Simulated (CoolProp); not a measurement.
Vapour-liquid equilibrium of acetone (1) + n-dodecane (2) at 434.8 K; x and y are mole fractions of (1).

Model: multi-fluid Helmholtz-energy mixture model, Lemmon 2006 and Lemmon 2004; pair parameters Bell 2016, in CoolProp.

| x | bubble pressure (bar) | y at the bubble point | dew pressure at overall composition x (bar) | liquid density (mol/L) |
|---|---|---|---|---|
| 0.05 | 0.8675 | 0.744 | 0.2361 | 3.908 |
| 0.15 | 2.524 | 0.914 | 0.2641 | 4.216 |
| 0.25 | 4.358 | 0.951 | 0.2994 | 4.561 |
| 0.35 | 6.043 | 0.965 | 0.3455 | 4.952 |
| 0.45 | 7.431 | 0.973 | 0.4080 | 5.401 |
| 0.55 | 8.554 | 0.977 | 0.4979 | 5.925 |
| 0.65 | 9.548 | 0.981 | 0.6381 | 6.547 |
| 0.75 | 10.58 | 0.985 | 0.8886 | 7.307 |
| 0.85 | 11.82 | 0.990 | 1.466 | 8.263 |
| 0.95 | 13.37 | 0.996 | 4.272 | 9.518 |

No azeotrope shows between x = 0.05 and 0.95.

Pair parameters are fitted to limited data, so mixtures are less certain than the pure fluids. The gap from Raoult's law changes sign with composition, which may be real or a fault of the pair parameters; it wasn't checked against measurements.
